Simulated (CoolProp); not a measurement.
Values from CoolProp's reference Helmholtz-energy equation of state, Leachman 2009.

Problem. For normal hydrogen, give the phase and the density (kg/m³), cp (kJ/(kg K)), cv (kJ/(kg K)), Joule-Thomson coefficient (K/MPa) at 55.1 K and 853 kPa.

Solution. 
- 55.1 K and 853 kPa: gas; density 3.95, cp 11.5, cv 6.34, Joule-Thomson coefficient 3.91
